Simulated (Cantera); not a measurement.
A perfectly stirred reactor is fed with NH₃ : N₂ = 1 : 0.18 (molar parts), at 0.0132 atm; it is held at 2200 K, and followed from long to short residence time.

Model: the gas-phase N/H chemistry of the illustrative SiF4/NH3 mechanism in the Surface Chemkin manual (1991), integrated in Cantera. Walls and surfaces, which speed up NH3 decomposition in real reactors, are not modelled.

x: mole fraction; the columns are a selection and need not sum to one.

```
τ (s)    x NH₃      x N   x N₂H₄     x NH   x N₂
-------  -----  -------  -------  -------  -----
0.70     0.164  5.58e-6  1.55e-9  4.93e-5  0.280
0.34     0.275  5.39e-6  3.23e-9  5.81e-5  0.259
0.17         ?        ?        ?  6.42e-5      ?
0.082    0.562  3.96e-6  9.36e-9  6.57e-5  0.205
0.040    0.682  2.75e-6  1.31e-8  6.16e-5  0.183
0.019    0.763  1.52e-6  1.65e-8  5.29e-5  0.167
0.0095   0.805  7.30e-7  1.77e-8  4.32e-5  0.159
0.0046   0.828        ?        ?        ?  0.155
0.0023   0.839  1.05e-7  1.04e-8  2.23e-5  0.153
0.0011   0.844  3.36e-8  4.17e-9  1.11e-5  0.153
0.00054  0.846  1.16e-8  1.17e-9  3.95e-6  0.152
```

Q: Some entries are withheld; supply them.

A: 
- 0.17, x NH₃: 0.413
- 0.17, x N: 4.88e-6
- 0.17, x N₂H₄: 5.81e-9
- 0.17, x N₂: 0.233
- 0.0046, x N: 2.90e-7
- 0.0046, x N₂H₄: 1.58e-8
- 0.0046, x NH: 3.28e-5
